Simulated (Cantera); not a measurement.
Input: 1 mol MgF2, 8.1 mol H2O, 1.4 mol H2, 0.37 mol HF, at 1402 °C.

These are equilibrium values from Cantera (NASA tables, ideal gas, pure condensed phases), not measurements of a reactor. Candidate condensed phases: H2O, Mg, MgF2, MgO, Mg(OH)2; 31 gas species. Kinetics and transport are ignored.

Problem. What share of the Mg ends up in condensed phases as a function of P (Pa), at 0.100, 0.560, 3.20, 18, 100, 560, 3200, 18000, 100000?

Solution. 
```
P (Pa)  Mg condensed (%)      as
------  ----------------  ------
0.100               87.2  MgO(s)
0.560               97.5  MgO(s)
3.20                99.3  MgO(s)
18                  99.7  MgO(s)
100                 99.7  MgO(s)
560                 99.8  MgO(s)
3200                99.8  MgO(s)
18000               99.8  MgO(s)
100000              99.8  MgO(s)
```
